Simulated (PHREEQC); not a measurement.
A solution holds 14 mmol/kgw CaSO4, 0.51 mmol/kgw Na2HPO4 and 3.3 mmol/kgw MgSO4, at 20 °C. Closed to the air; pH follows from the charge balance.

Model: ion-association model, phreeqc.dat, run in PHREEQC.

| quantity | before | after |
|---|---|---|
| pH | 7.73 | 6.93 |
| ionic strength (mol/kgw) | 0.0476 | 0.0478 |
| SO4-2 (mol/kgw) | 0.0118 | 0.0118 |
| Mg+2 (mol/kgw) | 0.00208 | 0.00209 |
| MgSO4 (mol/kgw) | 0.00116 | 0.00116 |
| HPO4-2 (mol/kgw) | 0.000183 | 0.000139 |

Question: What was changed between the two runs?
A. CaSO4 from 0.014 to 0.0126 mol/kgw
B. MgSO4 from 0.0033 to 0.0066 mol/kgw
C. 0.00017 mol/kgw HBr added
D. CaSO4 replaced by H2SO4 at the same molality
E. MgSO4 from 0.0033 to 0.00495 mol/kgw

Answer: C, 0.00017 mol/kgw HBr added

Precipitation was switched off in this run. Some of these states are supersaturated (in Hydroxyapatite, for instance).
